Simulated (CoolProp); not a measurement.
Saturation properties of chlorine (Tc = 143.7 °C, pc = 7642 kPa, ω = 0.070).

Values from CoolProp's reference Helmholtz-energy equation of state, Thol 2021.

```tsv
T (°C)	p (kPa)	liquid density (kg/m³)	vapour density (kg/m³)	enthalpy of vaporisation (kJ/kg)	liquid cp (kJ/(kg K))
42.85	1223	1335	38.60	233.0	1.027
45.65	1307	1326	41.21	230.5	1.033
48.45	1395	1317	43.96	227.9	1.040
51.25	1487	1307	46.85	225.3	1.047
54.15	1588	1297	50.00	222.5	1.055
56.95	1689	1287	53.21	219.7	1.063
59.75	1795	1277	56.58	216.9	1.072
62.55	1905	1267	60.13	214.0	1.081
65.35	2020	1256	63.86	211.1	1.091
68.15	2140	1246	67.79	208.0	1.102
70.95	2265	1235	71.92	205.0	1.113
```

It boils at -34.0 °C under 1 atm.
